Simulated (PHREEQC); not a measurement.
# Spent oxide etchant (model solution)

Solution (15 °C): 0.2 mol/kgw HF, 0.071 mol/kgw H2SiF6 and 0.013 mol/kgw HBF4. Closed to the air; pH follows from the charge balance.

Model: ion-association model, wateq4f.dat, run in PHREEQC.

```
Quantity                  Result
-----------------  -------------
pH                          0.91
ionic strength     0.227 mol/kgw
activity of water          0.993
total alkalinity     -678 meq/kg
```

| species | molality | activity | log γ |
|---|---|---|---|
| H+ | 0.156 | 0.124 | -0.100 |
| HF | 0.108 | 0.113 | 0.023 |
| SiF6-2 | 0.0710 | 0.0206 | -0.538 |
| H2F2 | 0.0453 | 0.0477 | 0.023 |
| BF4- | 0.0130 | 0.00872 | -0.172 |
| F- | 0.00104 | 0.000725 | -0.155 |
| HF2- | 0.000412 | 0.000288 | -0.155 |
| BF3OH- | 3.46e-5 | 2.33e-5 | -0.172 |
| BF2(OH)2- | 2.87e-7 | 1.93e-7 | -0.172 |

Precipitation was switched off in this run. wateq4f.dat counts part of the HF as a dimer, H2F2, which phreeqc.dat doesn't know; its constant is uncertain. SiF6-2 is the database's only silicon fluoride. Real BF4- forms and hydrolyses slowly; the run takes it at equilibrium.
